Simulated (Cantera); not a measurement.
What does this Cantera script print?

```python
import numpy as np
import cantera as ct

gas = ct.Solution("gri30.yaml")


def delay(T, t_max=10):
    gas.TPX = T, 1000000, {'CH4': 1, 'O2': 2.82, 'N2': 10.6, 'CO2': 1.8}
    reactor = ct.IdealGasConstPressureReactor(gas, clone=False)
    net = ct.ReactorNet([reactor])
    net.rtol, net.atol = 1e-8, 1e-16
    while net.time < t_max:
        t_old, T_old = net.time, reactor.T
        net.step()
        if reactor.T > T + 400:  # ignition: a rise of 400 K
            return t_old + (T + 400 - T_old) / (reactor.T - T_old) * (net.time - t_old)
    return np.nan


taus = []
for T in [1275, 1350, 1425, 1500, 1575, 1650, 1725, 1800, 1875, 1950]:
    taus.append(delay(T))
    print(f"T0 = {T:6g} K   tau = {taus[-1]:.4e} s")
```

Result:

```
T0 =   1275 K   tau = 1.9437e-03 s
T0 =   1350 K   tau = 8.6189e-04 s
T0 =   1425 K   tau = 4.0267e-04 s
T0 =   1500 K   tau = 1.9696e-04 s
T0 =   1575 K   tau = 1.0066e-04 s
T0 =   1650 K   tau = 5.3832e-05 s
T0 =   1725 K   tau = 3.0223e-05 s
T0 =   1800 K   tau = 1.7845e-05 s
T0 =   1875 K   tau = 1.1069e-05 s
T0 =   1950 K   tau = 7.1911e-06 s
```

Computed with Cantera and GRI-Mech 3.0 (53 species, 325 reactions).
